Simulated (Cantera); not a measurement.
# Diamond growth

A diamond (100) surface in a fixed gas of H2 with x(CH4) = 0.0027, x(H) = 0.003, at 1300 K, 18.0 Torr; coverages are run to steady state.

Model: the Harris–Goodwin 1993 mechanism for the reconstructed diamond (100) surface, integrated in Cantera.

```csv
x(CH3),growth (µm/h),θ c6HH,θ c6H*,θ c6*H,θ c6**,θ c6HM
1e-06,0.00329,0.393,0.0485,0.519,0.0396,1.08e-6
2.1e-06,0.00691,0.393,0.0485,0.519,0.0396,2.28e-6
4.3e-06,0.0141,0.393,0.0485,0.519,0.0396,4.66e-6
8.9e-06,0.0293,0.393,0.0485,0.519,0.0396,9.65e-6
1.8e-05,0.0592,0.393,0.0485,0.519,0.0396,1.95e-5
3.8e-05,0.125,0.393,0.0485,0.518,0.0395,4.12e-5
8e-05,0.262,0.393,0.0485,0.518,0.0394,8.65e-5
0.00016,0.521,0.393,0.0485,0.518,0.0392,0.000173
0.00034,1.10,0.393,0.0485,0.518,0.0387,0.000365
```
θ: site fractions in the mechanism's names (c6HH fully hydrogenated, c6H* and c6*H radical sites, c6** diradical, c6HM methylated).
